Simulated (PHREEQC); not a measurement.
Solution (29 °C): 5.2 mmol/kgw NaH2PO4, 29 mmol/kgw Na2SO4 and 0.066 mmol/kgw NaCl. Closed to the air; pH follows from the charge balance.

Equilibrium calculation in PHREEQC: ion-association model, phreeqc.dat.

```yaml
pH: 4.83
ionic_strength: 0.0861 mol/kgw
specific_conductance: 6210 µS/cm
density: 1.000 g/cm³
```

```csv
species,molality,activity,log γ
Na+,0.0602,0.0477,-0.101
SO4-2,0.0259,0.0101,-0.410
H2PO4-,0.00514,0.00409,-0.099
NaSO4-,0.00310,0.00247,-0.099
Cl-,6.60e-5,5.12e-5,-0.110
HPO4-2,4.49e-5,1.76e-5,-0.407
HSO4-,2.00e-5,1.58e-5,-0.103
H+,1.78e-5,1.48e-5,-0.081
H3PO4,9.15e-6,9.33e-6,0.009
NaHPO4-,2.06e-6,1.64e-6,-0.099
OH-,1.20e-9,9.23e-10,-0.113
```

No solid was allowed to form. Species that the database lacks are ignored.
